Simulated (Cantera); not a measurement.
An isothermal, constant-pressure homogeneous reactor starts with H2 : O2 = 0.1 : 1 (molar parts), equivalence ratio 0.050, at 1000 K and 10.00 Torr.

Detailed kinetics in Cantera: the H2/O2 subset of GRI-Mech 3.0, which has no nitrogen chemistry. Radical loss at walls, strong at low pressure, is not modelled. The temperature is held fixed by assumption; the heat of reaction is taken as removed at once.

One state of this run: x H2 = 3.47e-8; x O2 = 0.905; x OH = 9.78e-6; x H2O = 0.0952; x H = 1.43e-9; x H2O2 = 5.38e-9. x: mole fraction; the columns are a selection and need not sum to one.

**Question.** Which value of t (s) does it belong to?
A) 5.69
B) 1.08
C) 0.204
D) 5.00e-5

**Answer.** A, 5.69
